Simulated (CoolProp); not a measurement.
R1234ze(Z) along the isobar 1440 kPa: density (kg/m³) from the reference equation and from simpler models built on Tc = 150.1 °C, pc = 3531 kPa, ω = 0.327; each cubic takes its own stable root.

Computed with CoolProp (reference Helmholtz-energy equation of state, Akasaka 2019).

```tsv
T (°C)	phase	reference	van der Waals	Redlich-Kwong	Soave-Redlich-Kwong
61.25	liquid	1125	599.1	853.5	906.3
69.35	liquid	1099	583.3	828.2	881.6
77.55	liquid	1071	74.34	800.5	854.4
85.65	liquid	1041	71.01	770.5	824.9
93.75	liquid	1009	68.08	72.88	792.1
101.85	liquid	973.1	65.46	69.26	754.8
109.95	gas	70.60	63.11	66.15	67.60
118.15	gas	66.64	60.94	63.40	64.37
126.25	gas	63.41	58.98	60.99	61.61
134.35	gas	60.66	57.18	58.83	59.19
142.45	gas	58.26	55.51	56.87	57.02
150.65	gas	56.11	53.94	55.06	55.05
158.75	gas	54.20	52.50	53.42	53.29
166.85	gas	52.48	51.14	51.90	51.67
```

At some of these states van der Waals, Redlich-Kwong gives the other phase, because its saturation line lies elsewhere.
